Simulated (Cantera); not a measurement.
## Thermodynamics of abatement and gas-phase synthesis, feed CS2 + O2

A closed system holds: 1 mol CS2, 0.068 mol O2, equilibrated at 7.30 bar.

Equilibrium computed with Cantera from the NASA thermochemical tables; the gas is ideal and each condensed phase is pure. Candidate condensed phases: C, S; 22 gas species. Gases not in the tables: S3 to S7. Rates play no part.

From 598 K to 748 K the condensed part is C(graphite) + S(l). From 898 K to 2248 K the condensed part is C(graphite). From 2398 K to 2548 K nothing is condensed. The main C-bearing gas is CO2 at 598 K and CS2 at 2548 K.

```tsv
T (K)	x CO2	x CS2	x COS	x S2	x CS	x CO	x S8	n C(graphite)	n S(l)
598	0.905	0.00189	0.0845	0.000107	<1e-12	0.000438	0.00759	0.929	1.99
748	0.389	0.114	0.430	0.00976	1.73e-12	0.00943	0.0484	0.895	1.88
898	0.00387	0.779	0.112	0.0877	1.71e-9	0.00950	0.00746	0.0504	0
1048	0.00218	0.772	0.0840	0.105	1.16e-7	0.0367	8.44e-6	0.0265	0
1198	0.000746	0.759	0.0487	0.119	2.71e-6	0.0725	5.34e-8	0.0240	0
1348	0.000200	0.748	0.0251	0.131	3.09e-5	0.0958	1.09e-9	0.0256	0
1498	5.66e-5	0.738	0.0133	0.142	0.000215	0.107	5.01e-11	0.0314	0
1648	1.88e-5	0.728	0.00760	0.151	0.00105	0.112	4.15e-12	0.0385	0
1798	7.30e-6	0.718	0.00472	0.158	0.00387	0.115	<1e-12	0.0445	0
1948	3.25e-6	0.704	0.00312	0.164	0.0116	0.116	<1e-12	0.0469	0
2098	1.61e-6	0.684	0.00217	0.168	0.0294	0.116	<1e-12	0.0420	0
2248	8.58e-7	0.651	0.00155	0.167	0.0649	0.114	<1e-12	0.0237	0
2398	5.21e-7	0.592	0.00115	0.170	0.121	0.111	<1e-12	0	0
2548	4.02e-7	0.505	0.000934	0.195	0.183	0.107	<1e-12	0	0
```
x: gas mole fraction; n: condensed amount in mol.
